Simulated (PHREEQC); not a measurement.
Make-up at 15 °C: 2.9 mmol/kgw CuSO4, 0.55 mmol/kgw H2SO4, 1.8 mmol/kgw Na2SO4 and 0.037 mmol/kgw CaSO4. Closed to the air; pH follows from the charge balance.

All values are PHREEQC results (ion-association model, phreeqc.dat), not measurements.

Precipitation was switched off in this run.

Question: What pH, ionic strength does the model give?

Answer: pH 3.09; ionic strength 0.0155 mol/kgw.

Question: In which forms is S present?

Answer: SO4-2 82 %, CuSO4 13 %, HSO4- 3.7 %, NaSO4- 0.8 % of the S.
